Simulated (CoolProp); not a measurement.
Vapour-liquid equilibrium of acetone (1) + n-dodecane (2) at 407.5 K; x and y are mole fractions of (1).

The numbers come from the multi-fluid Helmholtz-energy mixture model, Lemmon 2006 and Lemmon 2004; pair parameters Bell 2016 in CoolProp.

```csv
x,bubble pressure (MPa),y at the bubble point,dew pressure at overall composition x (MPa),liquid density (mol/L)
0.05,0.05156,0.835,0.009132,4.044
0.2,0.2247,0.964,0.01084,4.547
0.35,0.3923,0.981,0.01334,5.154
0.5,0.5075,0.986,0.01732,5.910
0.65,0.5867,0.989,0.02465,6.889
0.8,0.6680,0.992,0.04274,8.227
0.95,0.7822,0.998,0.1635,10.20
```

No azeotrope shows between x = 0.05 and 0.95.

Pair parameters are fitted to limited data, so mixtures are less certain than the pure fluids. The gap from Raoult's law changes sign with composition, which may be real or a fault of the pair parameters; it wasn't checked against measurements.
